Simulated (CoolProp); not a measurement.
Vapour-liquid equilibrium of propane (1) + neopentane (2) at 1.11 MPa; x and y are mole fractions of (1).

Computed with CoolProp (multi-fluid Helmholtz-energy mixture model, Lemmon 2009 and Lemmon 2006; pair parameters Bell 2016).

| x | bubble temperature, mixture model (°C) | bubble temperature, Raoult's law (°C) | y, mixture model | y, Raoult's law |
|---|---|---|---|---|
| 0.05 | 96.2 | 92.5 | 0.094 | 0.177 |
| 0.15 | 89.8 | 80.6 | 0.266 | 0.428 |
| 0.25 | 83.3 | 71.0 | 0.419 | 0.594 |
| 0.35 | 76.6 | 63.0 | 0.557 | 0.709 |
| 0.45 | 69.5 | 56.2 | 0.681 | 0.793 |
| 0.55 | 62.0 | 50.3 | 0.786 | 0.855 |
| 0.65 | 54.2 | 45.2 | 0.869 | 0.902 |
| 0.75 | 46.7 | 40.6 | 0.929 | 0.938 |
| 0.85 | 39.7 | 36.5 | 0.969 | 0.967 |
| 0.95 | 33.7 | 32.9 | 0.993 | 0.990 |

The largest gap from Raoult's law is +13.6 K in bubble temperature, at x = 0.35. No azeotrope shows between x = 0.05 and 0.95.

The pair parameters rest on a limited set of measurements; away from them the model extrapolates.
